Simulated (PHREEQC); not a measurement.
Consider water at 25 °C with 0.27 mol/kgw TMAH, 0.016 mol/kgw CO2 and 0.0022 mol/kgw Na2CO3. Closed to the air; pH follows from the charge balance.

Model: ion-association model, phreeqc.dat, run in PHREEQC.

```
quantity                    before     after
------------------------  --------  --------
pH                           13.21     13.21
ionic strength (mol/kgw)     0.292     0.287
NaCO3- (mol/kgw)          0.000365   3.36e-5
HCO3- (mol/kgw)            8.96e-6   8.16e-6
NaHCO3 (mol/kgw)           1.01e-8  9.25e-10
```

**Question.** Name the change that produced these shifts.
(A) Na2CO3 from 0.0022 to 0.00022 mol/kgw
(B) diluted 100-fold with water
(C) Na2CO3 replaced by Na2SiF6 at the same molality
(D) CO2 replaced by (NH4)2CO3 at the same molality

**Answer.** A, Na2CO3 from 0.0022 to 0.00022 mol/kgw

This is a speciation only: nothing precipitates in the calculation. (CH3)4N+ isn't in the database: it is added as a free cation with an ion size of 4 Å.
